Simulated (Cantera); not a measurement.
A freely propagating, adiabatic, planar premixed flame of H2 : O2 : N2 = 1 : 0.417 : 1.57 (molar parts), equivalence ratio 1.2, unburnt at 600 K and 0.110 bar; mixture-averaged transport, grid criteria slope 0.08 and curve 0.16, no radiation.

Detailed kinetics in Cantera: the H2/O2 subset of GRI-Mech 3.0, which has no nitrogen chemistry. Burning velocities carry a grid error of a few per cent, more on coarse grids.

Problem. What does this change do: O2 0.417 to 0.32 parts?

Solution. 
```
quantity                    before     after
------------------------  --------  --------
laminar burning velocity  624 cm/s  558 cm/s
thermal thickness          8.28 mm   8.60 mm
peak x(O)                   0.0134   0.00661
peak x(OH)                  0.0173   0.00750
peak x(HO2)                4.03e-5   3.26e-5
```
